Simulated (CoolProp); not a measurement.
Dimethyl carbonate at several states: Z from the reference equation and from simpler models built on Tc = 557.0 K, pc = 49.09 bar, ω = 0.346; each cubic takes its own stable root.

Values from CoolProp's reference Helmholtz-energy equation of state, Zhou 2011.

```csv
T (K),p (bar),phase,reference,Redlich-Kwong,Soave-Redlich-Kwong,Peng-Robinson
309.5,3.82,liquid,0.01275,0.01492,0.01437,0.01276
392.9,204,liquid,0.5835,0.6661,0.6444,0.5731
557.8,2.58,gas,0.9818,0.9820,0.9820,0.9800
413.5,50.3,liquid,0.1450,0.1705,0.1619,0.1433
465.1,13.4,liquid,0.03854,0.8198,0.04441,0.03912
```

At some of these states Redlich-Kwong gives the other phase, because its saturation line lies elsewhere.
